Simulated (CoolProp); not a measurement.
Properties of oxygen along the isobar 1.01 bar (Tc = 154.6 K, pc = 50.46 bar, ω = 0.022).

The numbers come from the reference Helmholtz-energy equation of state, Schmidt 1985 in CoolProp. Above 300 K oxygen's equation is extrapolated.

```
T (K)  phase       Z  cp (kJ/(kg K))  isothermal compressibility (1/MPa)  expansivity (1/kK)  conductivity (mW/(m K))  Prandtl number
-----  -----  ------  --------------  ----------------------------------  ------------------  -----------------------  --------------
99.2     gas  0.9757          0.9360                               10.15               10.79                     9.01           0.795
120.4    gas  0.9861          0.9280                               10.04               8.645                     11.0           0.778
141.6    gas  0.9913          0.9216                               9.988               7.244                     13.0           0.764
162.8    gas  0.9943          0.9177                               9.958               6.249                     14.9           0.753
184      gas  0.9961          0.9155                               9.940               5.502                     16.8           0.744
205.2    gas  0.9972          0.9145                               9.929               4.918                     18.7           0.736
226.4    gas  0.9980          0.9143                               9.921               4.448                     20.5           0.730
247.6    gas  0.9986          0.9149                               9.915               4.061                     22.3           0.725
268.8    gas  0.9990          0.9163                               9.911               3.736                     24.0           0.721
290      gas  0.9993          0.9185                               9.908               3.460                     25.7           0.718
311.2    gas  0.9995          0.9216                               9.906               3.222                     27.4           0.716
332.4    gas  0.9997          0.9254                               9.904               3.015                     29.0           0.715
```

Viscosity comes from a separate model (Lemmon 2004). Thermal conductivity comes from a separate model (Lemmon 2004).
